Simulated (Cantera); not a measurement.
An adiabatic, constant-volume homogeneous reactor starts with C3H8 : O2 : N2 = 1 : 16.1 : 158 (molar parts), equivalence ratio 0.31, at 1773 K and 1.80 bar.

Cantera simulation using GRI-Mech 3.0 (53 species, 325 reactions); the numbers are that mechanism's predictions, not measurements. GRI-Mech 3.0 was tuned for natural gas; its chemistry of propane as a main component is partial and can be far from experiment.

Task: Predict: time of steepest temperature rise; temperature at 0.800 s; equilibrium temperature; x(O2) at 0.800 s; x(HO2) at 0.800 s.

Result: 
| Property | Result |
|---|---|
| time of steepest temperature rise | 11.2 µs |
| temperature at 0.800 s | 2155 K |
| equilibrium temperature | 2155 K |
| x(O2) at 0.800 s | 0.0595 (gas-phase equilibrium 0.0594) |
| x(HO2) at 0.800 s | 1.13e-6 (gas-phase equilibrium 1.12e-6) |
